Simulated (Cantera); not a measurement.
Input (Python, Cantera) and output of one run.

```python
import numpy as np
import cantera as ct

gas_names = [...]  # 123 gases of nasa_gas.yaml made of C, H, O, Si
cond_names = """
    C(gr) C6H6(L) C7H8(L) C8H18(L),n-octa H2O(s) H2O(L) Si(cr) Si(L) SiC(b) SiO2(Lqz) SiO2(hqz) SiO2(L)
""".split()


# ... load() reads the species with a 1 bar reference pressure and builds the phases ...
atoms = {
    'HMDSO': {'Si': 2, 'C': 6, 'H': 18, 'O': 1},
    'O3': {'O': 3},
}
top_T = {'C(gr)': 4500, 'SiC(b)': 3050}  # K; cautious upper limits of use, not melting points


# ... equilibrate(T, P, feed) seeds the gas with the atoms and calls Mixture.equilibrate('TP', solver="vcs", rtol=1e-11, max_steps=5000) ...
results = []
feed = {'HMDSO': 1, 'O3': 6.7}  # mol
T = 1600  # K
P = 51  # Pa
mix = equilibrate(T, P, feed)
results.append((T, P, feed, dict(zip(mix.species_names, mix.species_moles))))
x = sorted(zip(gas.X, gas.species_names), reverse=True)
print(f"T = {T:g} K  P = {P:g} Pa  gas = {mix.phase_moles(0):.4g} mol")
print("   x: " + "  ".join(f"{s} {v:.3e}" for v, s in x if v > 1e-05))
print("   condensed (mol): " + ("  ".join(f"{mix.phase(i).name} {mix.phase_moles(i):.4g}"
      for i in range(1, mix.n_phases) if mix.phase_moles(i) > 1e-12) or "none"))
```

It prints:

```
T = 1600 K  P = 51 Pa  gas = 15.01 mol
   x: H2O 4.948e-01  CO2 2.447e-01  CO 1.551e-01  H2 1.044e-01  H 7.779e-04  OH 1.444e-04  SiO 1.061e-05
   condensed (mol): SiO2(hqz) 2
```

Equilibrium computed with Cantera from the NASA thermochemical tables; the gas is ideal and each condensed phase is pure. The feed counts by its element totals alone. The tables hold silica as quartz up to 1696 K and as liquid above; real silica turns to tridymite and cristobalite and melts near 1996 K.
